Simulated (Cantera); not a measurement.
Cantera run:

```python
import numpy as np
import cantera as ct

gas_names = """
    CL CL2 H HCL H2 N NH NH2 NH3 N2 N2H2 N2H4 Si SiCL SiCL2 SiCL3 SiCL4 SiH SiHCL3 SiH2 SiH2CL2 SiH3
    SiH3CL SiH4 SiN Si2 Si2N Si3
""".split()
cond_names = """
    NH4CL(a) NH4CL(b) Si(cr) Si(L) Si3N4(a)
""".split()


def load(file, names, dense=False):
    # The tables refer to 1 bar. Condensed volumes are neglected.
    table = {s.name: s for s in ct.Species.list_from_file(file)}
    out = []
    for n in names:
        d = dict(table[n].input_data)
        d["thermo"] = dict(d["thermo"], **{"reference-pressure": 1e5})
        if dense:
            d["equation-of-state"] = {"model": "constant-volume", "density": "1e6 g/cm^3"}
        out.append(ct.Species.from_dict(d))
    return out


gas = ct.Solution(thermo="ideal-gas", species=load("nasa_gas.yaml", gas_names))
cond = {s.name: ct.Solution(thermo="fixed-stoichiometry", species=[s], name=s.name)
        for s in load("nasa_condensed.yaml", cond_names, dense=True)}
atoms = {
    'Si2H6': {'Si': 2, 'H': 6},
    'N2': {'N': 2},
    'Cl2': {'CL': 2},
}
top_T = {'Si3N4(a)': 2400}  # K; cautious upper limits of use, not melting points


def equilibrate(T, P, feed):
    n = {}
    for name, mol in feed.items():
        for a, k in atoms[name].items():
            n[a] = n.get(a, 0.0) + k * mol
    gas.TPX = T, P, n
    mass = sum(n.values()) * gas.mean_molecular_weight
    gas.equilibrate("TP")
    valid = [c for c in cond.values() if c.min_temp <= T <= top_T.get(c.name, c.max_temp)]
    mix = ct.Mixture([(gas, mass / gas.mean_molecular_weight)] + [(c, 0.0) for c in valid])
    mix.T, mix.P = T, P
    mix.equilibrate("TP", solver="vcs", rtol=1e-11, max_steps=5000)
    return mix


results = []
T = 1350  # K
P = 470  # Pa
for m in [25, 33, 43, 57, 74, 98, 130, 170, 220, 290]:
    feed = {'Si2H6': 1, 'N2': m, 'Cl2': 0.049}  # mol
    mix = equilibrate(T, P, feed)
    results.append((T, P, feed, dict(zip(mix.species_names, mix.species_moles))))
    x = sorted(zip(gas.X, gas.species_names), reverse=True)
    print(f"T = {T:g} K  P = {P:g} Pa  n(N2) = {m:g} mol  gas = {mix.phase_moles(0):.4g} mol")
    print("   x: " + "  ".join(f"{s} {v:.3e}" for v, s in x if v > 0.001))
    print("   condensed (mol): " + ("  ".join(f"{mix.phase(i).name} {mix.phase_moles(i):.4g}"
          for i in range(1, mix.n_phases) if mix.phase_moles(i) > 1e-12) or "none"))
```

Output:

```
T = 1350 K  P = 470 Pa  n(N2) = 25 mol  gas = 26.72 mol
   x: N2 8.859e-01  H2 1.105e-01  HCL 3.664e-03
   condensed (mol): Si3N4(a) 0.6666
T = 1350 K  P = 470 Pa  n(N2) = 33 mol  gas = 34.72 mol
   x: N2 9.122e-01  H2 8.500e-02  HCL 2.820e-03
   condensed (mol): Si3N4(a) 0.6666
T = 1350 K  P = 470 Pa  n(N2) = 43 mol  gas = 44.72 mol
   x: N2 9.318e-01  H2 6.599e-02  HCL 2.189e-03
   condensed (mol): Si3N4(a) 0.6666
T = 1350 K  P = 470 Pa  n(N2) = 57 mol  gas = 58.72 mol
   x: N2 9.481e-01  H2 5.026e-02  HCL 1.667e-03
   condensed (mol): Si3N4(a) 0.6667
T = 1350 K  P = 470 Pa  n(N2) = 74 mol  gas = 75.72 mol
   x: N2 9.597e-01  H2 3.897e-02  HCL 1.293e-03
   condensed (mol): Si3N4(a) 0.6667
T = 1350 K  P = 470 Pa  n(N2) = 98 mol  gas = 99.72 mol
   x: N2 9.694e-01  H2 2.959e-02
   condensed (mol): Si3N4(a) 0.6667
T = 1350 K  P = 470 Pa  n(N2) = 130 mol  gas = 131.7 mol
   x: N2 9.768e-01  H2 2.240e-02
   condensed (mol): Si3N4(a) 0.6667
T = 1350 K  P = 470 Pa  n(N2) = 170 mol  gas = 171.7 mol
   x: N2 9.822e-01  H2 1.718e-02
   condensed (mol): Si3N4(a) 0.6667
T = 1350 K  P = 470 Pa  n(N2) = 220 mol  gas = 221.7 mol
   x: N2 9.862e-01  H2 1.331e-02
   condensed (mol): Si3N4(a) 0.6667
T = 1350 K  P = 470 Pa  n(N2) = 290 mol  gas = 291.7 mol
   x: N2 9.895e-01  H2 1.011e-02
   condensed (mol): Si3N4(a) 0.6667
```

These are equilibrium values from Cantera (NASA tables, ideal gas, pure condensed phases), not measurements of a reactor. The feed counts by its element totals alone. N2 is the only nitrogen source here; it is nearly inert below about 1500 K, so the nitride shown seldom forms there in practice.
